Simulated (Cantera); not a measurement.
A closed system holds: 1 mol SiHCl3, 18 mol N2, at 0.133 bar.

Equilibrium computed with Cantera from the NASA thermochemical tables; the gas is ideal and each condensed phase is pure. Candidate condensed phases: NH4Cl, Si, Si3N4; 28 gas species. N2 is the only nitrogen source here; it is nearly inert below about 1500 K, so the nitride shown seldom forms there in practice. The tables' values for SiCl3 are old estimates; treat these amounts as uncertain. Equilibrium is a limit: real reactors are often held back by kinetics, nucleation or transport.

Q: At 877 °C, list the 4 most abundant gas species with their mole fractions, and the condensed phases.

A: N2 0.924, HCl 0.0447, SiCl4 0.0278, H2 0.00373. Condensed: Si3N4(s).
